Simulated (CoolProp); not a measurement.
A single-stage vapour-compression cycle with the fluid: evaporating at 296.15 K (dew point), condensing at 362.15 K (bubble point), superheat 0 K, subcooling 0 K, compressor efficiency 0.9, no pressure losses. The same conditions are run with several fluids, on thermodynamics alone (safety and materials aside).

The numbers come from the reference Helmholtz-energy equation of state of each fluid (R134a: Tillner-Roth 1994; R1233zd(E): Akasaka 2022; vinyl chloride: Thol 2022; R236EA: Rui 2013; n-perfluoropentane: Gao 2022; n-hexane: Thol 2019) in CoolProp.

```json
[
 {"fluid": "R134a", "cooling COP": "1.96", "pressure ratio": "5.07", "discharge temperature (K)": "372.1", "refrigerating effect (kJ/kg)": "70.6", "volumetric capacity (kJ/m³)": "2150"},
 {"fluid": "R1233zd(E)", "cooling COP": "2.79", "pressure ratio": "6.72", "discharge temperature (K)": "362.2", "refrigerating effect (kJ/kg)": "108", "volumetric capacity (kJ/m³)": "732"},
 {"fluid": "vinyl chloride", "cooling COP": "3.03", "pressure ratio": "5.02", "discharge temperature (K)": "391.4", "refrigerating effect (kJ/kg)": "216", "volumetric capacity (kJ/m³)": "2200"},
 {"fluid": "R236EA", "cooling COP": "2.30", "pressure ratio": "6.44", "discharge temperature (K)": "362.1", "refrigerating effect (kJ/kg)": "68.7", "volumetric capacity (kJ/m³)": "875"},
 {"fluid": "n-perfluoropentane", "cooling COP": "1.26", "pressure ratio": "7.45", "discharge temperature (K)": "362.1", "refrigerating effect (kJ/kg)": "18.9", "volumetric capacity (kJ/m³)": "186"},
 {"fluid": "n-hexane", "cooling COP": "2.84", "pressure ratio": "9.95", "discharge temperature (K)": "362.1", "refrigerating effect (kJ/kg)": "208", "volumetric capacity (kJ/m³)": "137"}
]
```

The compression ends wet for: R1233zd(E); R236EA; n-perfluoropentane; n-hexane.
